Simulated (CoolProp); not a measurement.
Saturation properties of R1233zd(E).

The numbers come from the reference Helmholtz-energy equation of state, Akasaka 2022 in CoolProp.

```csv
T (°C),p (MPa),liquid density (kg/m³),vapour density (kg/m³),liquid cp (kJ/(kg K))
26.35,0.1367,1260,7.553,1.189
32.25,0.1676,1245,9.158,1.202
38.25,0.2043,1230,11.05,1.215
44.15,___,1215,___,1.229
50.15,0.2952,___,15.73,1.243
56.05,0.3504,1184,18.57,___
62.05,0.4142,1167,21.87,1.274
67.95,___,1151,25.56,1.291
73.85,0.5651,___,29.76,1.309
79.85,0.6561,1116,34.60,1.328
85.75,0.7560,1097,40.01,1.349
91.75,0.8689,___,46.24,1.372
97.65,0.9917,1058,53.20,1.398
```

What belongs in the gaps?


- 44.15, p (MPa): 0.2462
- 44.15, vapour density (kg/m³): 13.21
- 50.15, liquid density (kg/m³): 1200
- 56.05, liquid cp (kJ/(kg K)): 1.258
- 67.95, p (MPa): 0.4852
- 73.85, liquid density (kg/m³): 1134
- 91.75, liquid density (kg/m³): 1078

It boils at 18.1 °C under 1 atm.
